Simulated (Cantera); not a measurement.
An adiabatic, constant-pressure homogeneous reactor starts with 6.45 % CO, 6.45 % H2, 0.516 % CH4, 18.2 % O2, 68.3 % N2, at 1800 K and 0.310 bar.

Model: GRI-Mech 3.0 (53 species, 325 reactions), integrated in Cantera.

**Question.** Predict: time of steepest temperature rise; temperature at 0.400 s; equilibrium temperature; x(CO) at 0.400 s; x(H2) at 0.400 s; x(N2O) at 0.400 s.

**Answer.** 
- time of steepest temperature rise: 28.1 µs
- temperature at 0.400 s: 2530 K
- equilibrium temperature: 2530 K
- x(CO) at 0.400 s: 0.0141 (gas-phase equilibrium 0.0141)
- x(H2) at 0.400 s: 0.00257 (gas-phase equilibrium 0.00257)
- x(N2O) at 0.400 s: 4.78e-7 (gas-phase equilibrium 4.78e-7)
